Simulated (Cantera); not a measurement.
An adiabatic, constant-volume homogeneous reactor starts with 11.5 % CO, 12.6 % H₂, 15.5 % O₂, 58.0 % N₂, 2.52 % CO₂, equivalence ratio 0.78, at 1750 K and 1000000 Pa.

Model: GRI-Mech 3.0 (53 species, 325 reactions), integrated in Cantera. The hydrogen kinetics of GRI-Mech 3.0 are dated; newer H2 mechanisms differ, most at raised pressure. Above 3000 K some thermodynamic fits are extrapolated.

**Question.** Predict: time of steepest temperature rise; temperature at 7.00 s; equilibrium temperature; x(CO) at 7.00 s; x(H₂) at 7.00 s; x(O₂) at 7.00 s; x(HO₂) at 7.00 s; x(OH) at 7.00 s.

**Answer.** 
```
Property                                                            Result
---------------------------------  ---------------------------------------
time of steepest temperature rise                                 0.885 µs
temperature at 7.00 s                                               3068 K
equilibrium temperature                                             3068 K
x(CO) at 7.00 s                      0.0500 (gas-phase equilibrium 0.0500)
x(H₂) at 7.00 s                    0.00755 (gas-phase equilibrium 0.00755)
x(O₂) at 7.00 s                      0.0468 (gas-phase equilibrium 0.0468)
x(HO₂) at 7.00 s                   3.34e-5 (gas-phase equilibrium 3.34e-5)
x(OH) at 7.00 s                      0.0227 (gas-phase equilibrium 0.0227)
```
